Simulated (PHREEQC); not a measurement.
Metal-bearing waste water: speciation

Solution (25 °C): 0.15 mol ZnSO4, 0.031 mol ZnCl2 and 0.00022 mol NaF per kg of water. Closed to the air; pH follows from the charge balance.

The numbers come from PHREEQC with the ion-association model, phreeqc.dat.

| Quantity | Value |
|---|---|
| pH | 5.34 |
| ionic strength | 0.368 mol/kgw |
| density | 1.025 g/cm³ |

```
species     molality  activity   log γ
----------  --------  --------  ------
Zn+2          0.0979    0.0235  -0.620
ZnSO4         0.0584    0.0635   0.037
Cl-           0.0581    0.0390  -0.173
SO4-2         0.0498    0.0115  -0.635
Zn(SO4)2-2    0.0209   0.00596  -0.545
ZnCl+        0.00366   0.00247  -0.172
Na+         0.000208  0.000150  -0.140
F-          0.000169  0.000111  -0.182
ZnCl2        9.25e-5  0.000101   0.037
ZnF+         5.04e-5   3.68e-5  -0.136
NaSO4-       1.23e-5   8.70e-6  -0.149
ZnOH+        7.63e-6   5.57e-6  -0.136
HSO4-        7.06e-6   5.16e-6  -0.136
ZnCl3-       6.55e-6   4.40e-6  -0.172
```

No solid was allowed to form.
